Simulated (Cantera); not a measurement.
Feed: 1 mol ZrO2, 0.69 mol H2, 92 mol N2, equilibrated at 10.0 mbar.

Cantera equilibrium calculation (NASA polynomials, part measured and part estimated; ideal gas, pure solids and liquids). Candidate condensed phases: H2O, Zr, ZrN, ZrO2; 28 gas species. Equilibrium is a limit: real reactors are often held back by kinetics, nucleation or transport.

x: gas mole fraction; n: condensed amount in mol.

```json
[
 {"T (K)": "1423", "x N2": "0.993", "x H2": "0.00744", "x H": "[?]", "x H2O": "4.03e-8", "x ZrO": "<1e-12", "n ZrO2(monoclinic)": "1.000", "n ZrO2(tetragonal)": "0"},
 {"T (K)": "1473", "x N2": "0.993", "x H2": "0.00744", "x H": "[?]", "x H2O": "5.59e-8", "x ZrO": "<1e-12", "n ZrO2(monoclinic)": "1.000", "n ZrO2(tetragonal)": "0"},
 {"T (K)": "1523", "x N2": "0.993", "x H2": "0.00743", "x H": "[?]", "x H2O": "7.51e-8", "x ZrO": "<1e-12", "n ZrO2(monoclinic)": "0", "n ZrO2(tetragonal)": "1.000"},
 {"T (K)": "1573", "x N2": "0.993", "x H2": "0.00743", "x H": "[?]", "x H2O": "9.90e-8", "x ZrO": "<1e-12", "n ZrO2(monoclinic)": "0", "n ZrO2(tetragonal)": "1.000"},
 {"T (K)": "1623", "x N2": "0.993", "x H2": "0.00741", "x H": "[?]", "x H2O": "1.28e-7", "x ZrO": "1.03e-12", "n ZrO2(monoclinic)": "0", "n ZrO2(tetragonal)": "1.000"},
 {"T (K)": "1673", "x N2": "0.993", "x H2": "0.00739", "x H": "[?]", "x H2O": "1.63e-7", "x ZrO": "6.04e-12", "n ZrO2(monoclinic)": "0", "n ZrO2(tetragonal)": "1.000"},
 {"T (K)": "1723", "x N2": "0.992", "x H2": "0.00737", "x H": "[?]", "x H2O": "2.04e-7", "x ZrO": "3.18e-11", "n ZrO2(monoclinic)": "0", "n ZrO2(tetragonal)": "1.000"},
 {"T (K)": "1773", "x N2": "0.992", "x H2": "0.00732", "x H": "[?]", "x H2O": "2.52e-7", "x ZrO": "1.53e-10", "n ZrO2(monoclinic)": "0", "n ZrO2(tetragonal)": "1.000"},
 {"T (K)": "1823", "x N2": "0.992", "x H2": "0.00726", "x H": "[?]", "x H2O": "3.07e-7", "x ZrO": "6.70e-10", "n ZrO2(monoclinic)": "0", "n ZrO2(tetragonal)": "1.000"},
 {"T (K)": "1873", "x N2": "0.992", "x H2": "0.00717", "x H": "[?]", "x H2O": "3.68e-7", "x ZrO": "2.71e-9", "n ZrO2(monoclinic)": "0", "n ZrO2(tetragonal)": "1.000"},
 {"T (K)": "1923", "x N2": "0.992", "x H2": "0.00705", "x H": "[?]", "x H2O": "4.34e-7", "x ZrO": "1.02e-8", "n ZrO2(monoclinic)": "0", "n ZrO2(tetragonal)": "1.000"},
 {"T (K)": "1973", "x N2": "0.992", "x H2": "0.00688", "x H": "[?]", "x H2O": "5.05e-7", "x ZrO": "3.59e-8", "n ZrO2(monoclinic)": "0", "n ZrO2(tetragonal)": "1.000"},
 {"T (K)": "2023", "x N2": "0.992", "x H2": "0.00666", "x H": "[?]", "x H2O": "5.77e-7", "x ZrO": "1.18e-7", "n ZrO2(monoclinic)": "0", "n ZrO2(tetragonal)": "1.000"},
 {"T (K)": "2073", "x N2": "0.992", "x H2": "0.00638", "x H": "[?]", "x H2O": "6.48e-7", "x ZrO": "3.68e-7", "n ZrO2(monoclinic)": "0", "n ZrO2(tetragonal)": "1.000"}
]
```

### Question
What belongs in the gaps?

### Answer

- 1423, x H: 5.73e-6
- 1473, x H: 1.09e-5
- 1523, x H: 1.99e-5
- 1573, x H: 3.50e-5
- 1623, x H: 5.95e-5
- 1673, x H: 9.79e-5
- 1723, x H: 0.000157
- 1773, x H: 0.000243
- 1823, x H: 0.000369
- 1873, x H: 0.000546
- 1923, x H: 0.000791
- 1973, x H: 0.00112
- 2023, x H: 0.00155
- 2073, x H: 0.00210
